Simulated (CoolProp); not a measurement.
Computed with CoolProp (reference Helmholtz-energy equation of state, Penoncello 2003).

Question: Give the vapour pressure (kPa), surface tension (mN/m), vapour viscosity (µPa s), liquid conductivity (mW/(m K)) of saturated CHF3 (R23) at -123.85, -100.75 °C.

Answer: 
```csv
T (°C),p (kPa),surface tension (mN/m),vapour viscosity (µPa s),liquid conductivity (mW/(m K))
-123.85,4.00,24.9,7.15,187
-100.75,29.9,20.4,8.44,154
```

Viscosity comes from a separate model (Shan 2000). Thermal conductivity comes from a separate model (Shan 2000). Surface tension comes from a separate correlation (Mulero 2012).
